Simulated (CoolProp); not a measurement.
The numbers come from the reference Helmholtz-energy equation of state, Thol 2017 in CoolProp.

Task: For octamethyltrisiloxane (MDM), give the phase and the density (kg/m³), expansivity (1/kK), fugacity coefficient at 575 K and 799 kPa; 575 K and 3190 kPa.

Result: 
- 575 K and 799 kPa: gas; density 49.8, expansivity 4.10, fugacity coefficient 0.829
- 575 K and 3190 kPa: supercritical; density 463, expansivity 4.97, fugacity coefficient 0.396
